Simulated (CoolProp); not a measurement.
Propylene glycol along the isotherm 620 K: fugacity coefficient from the reference equation and from simpler models built on Tc = 674.0 K, pc = 7292 kPa, ω = 0.327; each cubic takes its own stable root.

Model: reference Helmholtz-energy equation of state, Eisenbach 2021, in CoolProp.

```
p (kPa)   phase   reference  van der Waals  Soave-Redlich-Kwong
-------  ------  ----------  -------------  -------------------
231         gas      0.9857         0.9885               0.9857
437         gas      0.9730         0.9783               0.9730
829         gas      0.9488         0.9589               0.9490
1570        gas  (withheld)         0.9222               0.9038
2980        gas      0.8146         0.8522           (withheld)
5650     liquid      0.4819         0.6874               0.5536
10700    liquid      0.2834         0.4268               0.3285
20300    liquid      0.1819         0.2972           (withheld)
38500    liquid      0.1369         0.2544           (withheld)
72900    liquid      0.1365         0.3132               0.1597
```

**Question.** What belongs in the gaps?

**Answer.** 
- 1570, reference: 0.9030
- 2980, Soave-Redlich-Kwong: 0.8185
- 20300, Soave-Redlich-Kwong: 0.2129
- 38500, Soave-Redlich-Kwong: 0.1611
